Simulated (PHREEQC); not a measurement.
PHREEQC input (ion-association model, wateq4f.dat):

```
SOLUTION_MASTER_SPECIES
  An  An-  0  An  62.0  # stands for a non-complexing anion
SOLUTION_SPECIES
  An- = An-
    -log_k 0
    -gamma 3.0 0
  PO4-3 + 3H+ = H3PO4  # constants of phreeqc.dat
    -log_k 21.721
    -delta_h -10.1 kJ
PHASES
  Fix_H+
    H+ = H+
    -log_k 0
SOLUTION 1
  temp 25
  units mmol/kgw
  pH 7 charge
  Se(4) 0.079
  Na 10.253
  P 0.095
  B 0.00024
  An 10
END
SELECTED_OUTPUT 1
  -reset false
  -pH true
  -pe true
  -ionic_strength true
  -water true
  -totals B Na P Se Se(-2) Se(4) Se(6)
  -molalities Hfo_wOH Hfo_wOH2+ Hfo_wO- Hfo_sOH Hfo_sOH2+ Hfo_sO- Hfo_wH2BO3 Hfo_wH2PO4 Hfo_wHPO4- Hfo_wPO4-2
    Hfo_wSeO3- Hfo_wOHSeO3-2
USER_PUNCH 1
  -headings sigma psi
  10 PUNCH EDL("sigma", "Hfo"), EDL("psi", "Hfo")
PRINT
  -reset false
USE solution 1
SURFACE 1
  Hfo_wOH 5.8427e-05 600 0.026
  Hfo_sOH 1.46067e-06
EQUILIBRIUM_PHASES 1
  Fix_H+ -3 HAn 10
    -force_equality true
END
# ... the last block is repeated for the other 16 points of pH, with NaOH or the acid as the point needs
```

Selected output (columns that matter, 14 of 17 rows; pH added in front):

```
pH	mu	B	Na	P	Se	m_Hfo_wOH	m_Hfo_wOH2+	m_Hfo_wO-	m_Hfo_sOH	m_Hfo_sOH2+	m_Hfo_sO-	m_Hfo_wH2BO3	sigma	psi
3	0.011355	2.4e-07	0.010253	4.0204e-05	7.8962e-05	3.0756e-09	3.5903e-06	6.0358e-14	1.2502e-09	1.4594e-06	2.4535e-14	3.0863e-15	0.024017	0.072336
3.38	0.010712	2.4e-07	0.010253	4.069e-05	7.892e-05	6.5941e-09	4.031e-06	2.4712e-13	2.3856e-09	1.4583e-06	8.9401e-14	6.616e-15	0.020474	0.066477
3.75	0.010449	2.4e-07	0.010253	4.164e-05	7.886e-05	1.3985e-08	4.9131e-06	9.1193e-13	4.1459e-09	1.4565e-06	2.7035e-13	1.403e-14	0.016929	0.058819
4.5	0.010289	2.4e-07	0.010253	4.5098e-05	7.8701e-05	6.0393e-08	8.1655e-06	1.0233e-11	1.0724e-08	1.4499e-06	1.817e-12	6.0585e-14	0.0099201	0.038984
4.88	0.010268	2.4e-07	0.010253	4.7599e-05	7.8612e-05	1.2035e-07	1.0517e-05	3.1548e-11	1.6525e-08	1.4441e-06	4.3319e-12	1.2073e-13	0.0067283	0.027717
5.25	0.01026	2.4e-07	0.010253	5.0397e-05	7.8525e-05	2.2692e-07	1.3123e-05	8.9896e-11	2.4829e-08	1.4358e-06	9.836e-12	2.2762e-13	0.0038667	0.016437
5.62	0.010258	2.4e-07	0.010253	5.3404e-05	7.844e-05	4.1369e-07	1.5858e-05	2.4724e-10	3.7136e-08	1.4235e-06	2.2194e-11	4.149e-13	0.0011844	0.0051133
6.38	0.010264	2.4e-07	0.010253	5.9712e-05	7.823e-05	1.3331e-06	2.1034e-05	1.9354e-09	8.7046e-08	1.3735e-06	1.2638e-10	1.3353e-12	-0.0040147	-0.017042
6.75	0.010274	2.4e-07	0.010253	6.2852e-05	7.8043e-05	2.3691e-06	2.2948e-05	5.603e-09	1.3665e-07	1.3237e-06	3.2319e-10	2.3681e-12	-0.0063806	-0.026393
7.12	0.010291	2.4e-07	0.010253	6.6309e-05	7.771e-05	4.3074e-06	2.4121e-05	1.7621e-08	2.2118e-07	1.2386e-06	9.0481e-10	4.2847e-12	-0.0085204	-0.034203
7.5	0.010312	2.3999e-07	0.010253	7.0602e-05	7.715e-05	7.9972e-06	2.4121e-05	6.074e-08	3.6301e-07	1.0949e-06	2.7571e-09	7.8625e-12	-0.010481	-0.040786
8.25	0.010378	2.3998e-07	0.010272	8.1497e-05	7.612e-05	2.2302e-05	1.9147e-05	5.9507e-07	7.7479e-07	6.652e-07	2.0673e-08	2.0073e-11	-0.014586	-0.052872
8.62	0.010434	2.3998e-07	0.010304	8.6491e-05	7.6391e-05	3.1076e-05	1.4731e-05	1.5018e-06	9.5947e-07	4.5483e-07	4.6368e-08	2.4573e-11	-0.017193	-0.0595
9	0.010482	2.3998e-07	0.010334	9.0349e-05	7.7191e-05	3.8408e-05	1.0268e-05	3.2914e-06	1.0796e-06	2.886e-07	9.2512e-08	2.3429e-11	-0.020616	-0.067263
```

Complexes and solids missing from the database can't appear. The database's selenite sorption wasn't checked against measurements; a fall in acid may be a fault of its surface constants. H3PO4, which wateq4f.dat lacks, is added to it with the constant of phreeqc.dat. The oxide is taken as insoluble; below pH 4 it would dissolve.
